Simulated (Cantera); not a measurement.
Low-pressure radical oxidation in H2/O2

A perfectly stirred reactor is fed with 7.83 % H₂, 46.1 % O₂, 46.1 % N₂, at 0.0133 bar; it is held at 1025 K, and followed from long to short residence time.

Computed with Cantera and the H2/O2 subset of GRI-Mech 3.0, which has no nitrogen chemistry. Radical loss at walls, strong at low pressure, is not modelled. The temperature is held fixed by assumption; the heat of reaction is taken as removed at once.

| τ (s) | x H₂ | x O₂ | x O | x HO₂ | x OH | x H₂O | x H₂O₂ |
|---|---|---|---|---|---|---|---|
| 6.5 | 0.000206 | 0.438 | 0.000467 | 1.87e-6 | 0.000296 | 0.0811 | 1.07e-7 |
| 2.9 | 0.000336 | 0.438 | 0.000785 | 2.39e-6 | 0.000393 | 0.0809 | 1.20e-7 |
| 1.3 | 0.000542 | 0.438 | 0.00130 | 2.94e-6 | 0.000523 | 0.0805 | 1.32e-7 |
| 0.57 | 0.000881 | 0.437 | 0.00215 | 3.49e-6 | 0.000704 | 0.0798 | 1.41e-7 |
| 0.25 | 0.00142 | 0.436 | 0.00350 | 4.00e-6 | 0.000949 | 0.0785 | 1.49e-7 |
| 0.11 | 0.00229 | 0.435 | 0.00550 | 4.41e-6 | 0.00127 | 0.0764 | 1.53e-7 |
| 0.050 | 0.00361 | 0.433 | 0.00811 | 4.67e-6 | 0.00166 | 0.0729 | 1.55e-7 |
| 0.022 | 0.00581 | 0.431 | 0.0112 | 4.77e-6 | 0.00212 | 0.0674 | 1.56e-7 |
| 0.010 | 0.00926 | 0.429 | 0.0136 | 4.73e-6 | 0.00258 | 0.0602 | 1.63e-7 |
| 0.0044 | 0.0155 | 0.430 | 0.0141 | 4.58e-6 | 0.00299 | 0.0511 | 1.78e-7 |
| 0.0020 | 0.0261 | 0.434 | 0.0123 | 4.31e-6 | 0.00316 | 0.0402 | 1.93e-7 |
x: mole fraction; the columns are a selection and need not sum to one.
